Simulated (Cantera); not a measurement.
Charge: 1 mol PbO, 0.16 mol N₂, at 773.15 K and 8.20 mbar.

Cantera equilibrium calculation (NASA polynomials, part measured and part estimated; ideal gas, pure solids and liquids). Candidate condensed phases: Pb, PbO, PbO₂, Pb₃O₄; 12 gas species. Equilibrium is a limit: real reactors are often held back by kinetics, nucleation or transport.

Base state: N₂ 1.00 (mole fractions); condensed: PbO(yellow).

Problem. What changes in the equilibrium state with this change: PbO replaced by HgO?

Solution. 
| species | before | after |
|---|---|---|
| Hg | 0 | 0.602 |
| O₂ | <1e-9 | 0.301 |
| N₂ | 1.00 | 0.0964 |
| PbO(yellow), mol | 1.00 | 0 |
Further candidate phases: Hg, HgO.
